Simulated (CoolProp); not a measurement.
A single-stage vapour-compression cycle with propyne: evaporating at 287.15 K (dew point), condensing at 355.15 K (bubble point), superheat 2 K, subcooling 8 K, compressor efficiency 0.65, no pressure losses. Each further row changes one setting.

Values from CoolProp's reference Helmholtz-energy equation of state, Polt 1992. This equation is an older, rougher fit; its heat capacities, sound speeds and derivatives of the liquid may be far off and weren't checked against measurements.

| case | cooling COP | pressure ratio | discharge temperature (K) | refrigerating effect (kJ/kg) | volumetric capacity (kJ/m³) |
|---|---|---|---|---|---|
| as stated | 2.11 | 5.58 | 399.9 | 329 | 2510 |
| evaporating temperature 292.15 K | 2.37 | 4.79 | 395.8 | 334 | 2950 |
| condensing temperature 350.15 K | 2.36 | 5.03 | 392.8 | 344 | 2630 |
| subcooling 13 K | 2.21 | 5.58 | 399.9 | 344 | 2630 |
| superheat 12 K | 2.12 | 5.58 | 411.4 | 346 | 2520 |
| compressor efficiency 0.55 | 1.79 | 5.58 | 412.9 | 329 | 2510 |
